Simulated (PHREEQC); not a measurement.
Model water analysis in mg/L, 25 °C, pH 6.5, pe -2: Na 206; K 19.4; Ca 150; Mg 13.7; Cl 209; S(6) as SO4 182; Alkalinity as HCO3 544; Li 0.348; N(-3) as NH4 0.223; B 0.156.

Valence states are taken as typed.

All values are PHREEQC results (ion-association model, phreeqc.dat), not measurements.

Task: The ionic strength comes out as 0.0226 mol/kgw. What activity coefficients do KSO4-, Li+, NaSO4-, CO3-2, HCO3- get?

Result: KSO4- 0.87, Li+ 0.87, NaSO4- 0.87, CO3-2 0.57, HCO3- 0.87.

This is a speciation only: nothing precipitates in the calculation.
